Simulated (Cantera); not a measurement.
A closed system holds: 1 mol PbO, 2.3 mol H2, 0.4 mol H2O, equilibrated at 0.100 bar.

These are equilibrium values from Cantera (NASA tables, ideal gas, pure condensed phases), not measurements of a reactor. Candidate condensed phases: H2O, Pb, PbO, PbO2, Pb3O4; 12 gas species. The numbers say what is thermodynamically allowed, not how fast it happens.

Question: What share of the Pb ends up in condensed phases as a function of T (°C), at 1102, 1152, 1202, 1252, 1302, 1352, 1402, 1452?

Answer: 
| T (°C) | Pb condensed (%) | as |
|---|---|---|
| 1102 | 81.0 | Pb(l) |
| 1152 | 65.1 | Pb(l) |
| 1202 | 35.7 | Pb(l) |
| 1252 | 0.0 | - |
| 1302 | 0.0 | - |
| 1352 | 0.0 | - |
| 1402 | 0.0 | - |
| 1452 | 0.0 | - |
